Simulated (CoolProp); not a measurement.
Vapour-liquid equilibrium of acetone (1) + n-heptane (2) at 469.1 K; x and y are mole fractions of (1).

Model: multi-fluid Helmholtz-energy mixture model, Lemmon 2006 and Span 2003; pair parameters Bell 2016, in CoolProp.

```tsv
x	bubble pressure (kPa)	y at the bubble point	dew pressure at overall composition x (kPa)	liquid density (mol/L)
0.05	1075	0.150	962.8	5.096
0.2	1489	0.407	1140	5.363
0.35	1816	0.548	1378	5.671
0.5	2080	0.649	1698	6.058
0.65	2297	0.742	2082	6.595
0.8	2466	0.839	2408	7.390
0.95	2570	0.954	2568	8.563
```

No azeotrope shows between x = 0.05 and 0.95.

The pair parameters rest on a limited set of measurements; away from them the model extrapolates.
